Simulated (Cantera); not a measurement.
Cantera run, input and output.

```python
import numpy as np
import cantera as ct

gas = ct.Solution("h2o2.yaml")
gas.TPX = 950, 120, {'H2': 0.12, 'O2': 1, 'N2': 0.15, 'H2O': 0.0016}
reactor = ct.IdealGasConstPressureReactor(gas, energy="off", clone=False)
net = ct.ReactorNet([reactor])
net.rtol, net.atol = 1e-08, 1e-18
show = ['H2', 'O2', 'OH', 'H2O2', 'O', 'H']
times = np.geomspace(5e-05, 8, 12)

steps = ct.SolutionArray(gas, extra=["t"])
rows = []
print(f"{'t/s':>10s}{'T/K':>9s}{'P/Pa':>11s}" + "".join(f"{s:>11s}" for s in show))
for t in times:
    while net.time < t:
        t_next = net.step()
        steps.append(gas.state, t=t_next)
    rows.append([np.interp(t, steps.t, y) for y in (steps.T, steps.P, *steps(*show).X.T)])
    print(f"{t:10.3e}{rows[-1][0]:9.1f}{rows[-1][1]:11.4g}" + "".join(f"{x:11.3e}" for x in rows[-1][2:]))
rate = np.gradient(steps.T, steps.t)
print("integrator steps:", len(steps.t))
if steps.T.max() > steps.T[0] + 200:
    print(f"time of steepest temperature rise: {steps.t[rate.argmax()]:.4e} s")
gas.TPX = 950, 120, {'H2': 0.12, 'O2': 1, 'N2': 0.15, 'H2O': 0.0016}
gas.equilibrate("TP")
print(f"equilibrium (TP): T = {gas.T:.1f} K  " + "  ".join(f"{s} {gas[s].X[0]:.3e}" for s in show))
```

Result:

```
       t/s      T/K       P/Pa         H2         O2         OH       H2O2          O          H
 5.000e-05    950.0        120  9.437e-02  7.864e-01  7.211e-15  8.867e-19  7.343e-15  7.602e-13
 1.486e-04    950.0        120  9.437e-02  7.864e-01  5.981e-14  7.769e-18  6.317e-14  2.222e-12
 4.417e-04    950.0        120  9.437e-02  7.864e-01  4.545e-13  6.867e-17  5.312e-13  6.359e-12
 1.313e-03    950.0        120  9.437e-02  7.864e-01  2.837e-12  6.062e-16  4.216e-12  1.815e-11
 3.903e-03    950.0        120  9.437e-02  7.864e-01  1.578e-11  5.355e-15  3.339e-11  6.371e-11
 1.160e-02    950.0        120  9.437e-02  7.864e-01  1.890e-10  4.747e-14  4.832e-10  6.385e-10
 3.448e-02    950.0        120  9.437e-02  7.864e-01  8.760e-08  5.778e-13  2.283e-07  2.903e-07
 1.025e-01    950.0        120  1.079e-02  7.426e-01  3.033e-03  1.766e-08  2.306e-02  3.800e-02
 3.046e-01    950.0        120  2.125e-03  7.402e-01  1.771e-03  7.524e-09  2.931e-02  2.722e-02
 9.055e-01    950.0        120  1.324e-03  7.563e-01  1.404e-03  9.759e-09  1.690e-02  1.217e-02
 2.691e+00    950.0        120  3.442e-04  7.713e-01  7.080e-04  1.328e-08  4.217e-03  1.501e-03
 8.000e+00    950.0        120  3.557e-05  7.753e-01  2.251e-04  1.237e-08  4.359e-04  4.905e-05
integrator steps: 1305
equilibrium (TP): T = 950.0 K  H2 6.032e-11  O2 7.758e-01  OH 3.077e-07  H2O2 4.398e-12  O 8.133e-10  H 1.256e-13
```

Computed with Cantera and the H2/O2 subset of GRI-Mech 3.0, which has no nitrogen chemistry. Radical loss at walls, strong at low pressure, is not modelled. The temperature is held fixed by assumption; the heat of reaction is taken as removed at once.
